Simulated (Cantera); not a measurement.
## Stirred combustor or abatement burner

A perfectly stirred reactor is fed with CH₄ : CO : O₂ : N₂ : CO₂ = 1 : 0.44 : 2.02 : 7.59 : 0.16 (molar parts), equivalence ratio 1.1, at 1600000 Pa; it is adiabatic with a 400 K inlet, and is followed from long to short residence time, starting on the burning branch (τ in s: 0.051, 0.025, 0.012, 0.0061, 0.003, 0.0015, 0.00074, 0.00037, 0.00018, 8.9e-05).

Computed with Cantera and GRI-Mech 3.0 (53 species, 325 reactions). The pressure lies above the range GRI-Mech 3.0 was tuned for (to about 10 atm).

| τ (s) | T (K) | x CH₄ | x CO | x O₂ | x H₂O | x NO | x N₂O | x C₂H₂ |
|---|---|---|---|---|---|---|---|---|
| 0.051 | 2299 | 4.37e-6 | 0.0290 | 0.000210 | 0.170 | 0.000351 | 8.69e-8 | 5.70e-9 |
| 0.025 | 2297 | 7.76e-6 | 0.0291 | 0.000278 | 0.170 | 0.000343 | 9.64e-8 | 1.70e-8 |
| 0.012 | 2295 | 1.31e-5 | 0.0293 | 0.000402 | 0.170 | 0.000336 | 1.12e-7 | 4.52e-8 |
| 0.0061 | 2291 | 2.03e-5 | 0.0296 | 0.000591 | 0.170 | 0.000331 | 1.35e-7 | 9.79e-8 |
| 0.0030 | 2285 | 3.10e-5 | 0.0301 | 0.000908 | 0.169 | 0.000328 | 1.67e-7 | 1.97e-7 |
| 0.0015 | 2276 | 4.64e-5 | 0.0309 | 0.00139 | 0.169 | 0.000324 | 2.08e-7 | 3.65e-7 |
| 0.00074 | 2263 | 7.07e-5 | 0.0320 | 0.00212 | 0.168 | 0.000314 | 2.58e-7 | 6.61e-7 |
| 0.00037 | 2246 | 0.000109 | 0.0335 | 0.00318 | 0.167 | 0.000296 | 3.12e-7 | 1.18e-6 |
| 0.00018 | 2221 | 0.000180 | 0.0358 | 0.00479 | 0.166 | 0.000265 | 3.65e-7 | 2.23e-6 |
| 8.9e-5 | 2187 | 0.000312 | 0.0391 | 0.00716 | 0.164 | 0.000220 | 4.07e-7 | 4.49e-6 |
x: mole fraction; the columns are a selection and need not sum to one.
